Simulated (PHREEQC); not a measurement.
Brackish or sea water (model solution)

Model water analysis in mg/kgw, 25 °C, pH 6.63, pe 0.9:

```
constituent         mg/kgw
------------------  ------
Na                    8420
K                       82
Ca                    2410
Mg                     904
Cl                   15200
S(6) as SO4           6410
Alkalinity as HCO3  0.0727
F                     2.63
Br                     155
```

Valence states are taken as typed.

Computed with PHREEQC (ion-association model, wateq4f.dat).

No solid was allowed to form.

Estimate the ionic strength.

ionic strength 0.614 mol/kgw.

In which forms is F present?

F- 60 %, MgF+ 30 %, CaF+ 5.7 %, NaF 4.6 % of the F.

The solution is supersaturated, for example in Gypsum, Fluorite, so a real one may precipitate; this is no full list. Species that the database lacks are ignored.
